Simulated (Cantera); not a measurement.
An isothermal, constant-pressure homogeneous reactor starts with CH4 : H2O = 1 : 4.1 (molar parts), at 1823 K and 10.0 bar. Integrator tolerance rtol = 1e-08.

Model: GRI-Mech 3.0 (53 species, 325 reactions), integrated in Cantera.

### Question
What does this change do: CH4 1 to 4.2 parts?

### Answer
| quantity | before | after |
|---|---|---|
| x(CH4) at 20.0 s | 4.15e-7 (gas-phase equilibrium 4.50e-7) | 0.00576 (gas-phase equilibrium 0.00565) |
| x(H2O) at 20.0 s | 0.410 (gas-phase equilibrium 0.410) | 0.000450 (gas-phase equilibrium 0.000324) |
| x(O2) at 20.0 s | 3.74e-10 (gas-phase equilibrium 3.74e-10) | <1e-12 (gas-phase equilibrium <1e-12) |
| x(CH2O) at 20.0 s | 2.12e-7 (gas-phase equilibrium 2.12e-7) | 7.65e-7 (gas-phase equilibrium 7.66e-7) |
| x(CO2) at 20.0 s | 0.0267 (gas-phase equilibrium 0.0267) | 3.83e-5 (gas-phase equilibrium 2.76e-5) |
